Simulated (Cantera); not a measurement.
Feed: 1 mol Si, 2.1 mol HCl, 5 mol H2, equilibrated at 4800 Torr.

Cantera equilibrium calculation (NASA polynomials, part measured and part estimated; ideal gas, pure solids and liquids). Candidate condensed phases: Si; 19 gas species. The tables' values for SiCl3 are old estimates; treat these amounts as uncertain. Equilibrium is a limit: real reactors are often held back by kinetics, nucleation or transport.

x: gas mole fraction; n: condensed amount in mol.

| T (K) | x H2 | x HCl | x SiHCl3 | x SiCl4 | x SiCl2 | x SiCl3 | n Si(s) |
|---|---|---|---|---|---|---|---|
| 1073 | 0.897 | 0.0103 | 0.0443 | 0.0414 | 0.000229 | 0.000771 | 0.399 |
| 1148 | 0.892 | 0.0170 | 0.0423 | 0.0402 | 0.000711 | 0.00161 | 0.410 |
| 1223 | 0.886 | 0.0262 | 0.0396 | 0.0380 | 0.00188 | 0.00299 | 0.423 |
| 1298 | 0.877 | 0.0378 | 0.0361 | 0.0346 | 0.00434 | 0.00501 | 0.437 |
| 1373 | 0.865 | … | … | … | … | 0.00755 | 0.448 |
| 1448 | 0.852 | … | … | … | … | 0.0102 | 0.455 |
| 1523 | 0.839 | 0.0810 | 0.0206 | 0.0178 | 0.0256 | 0.0123 | 0.456 |

What belongs in the gaps?


- 1373, x HCl: 0.0515
- 1373, x SiHCl3: 0.0317
- 1373, x SiCl4: 0.0299
- 1373, x SiCl2: 0.00883
- 1448, x HCl: 0.0664
- 1448, x SiHCl3: 0.0264
- 1448, x SiCl4: 0.0241
- 1448, x SiCl2: 0.0159
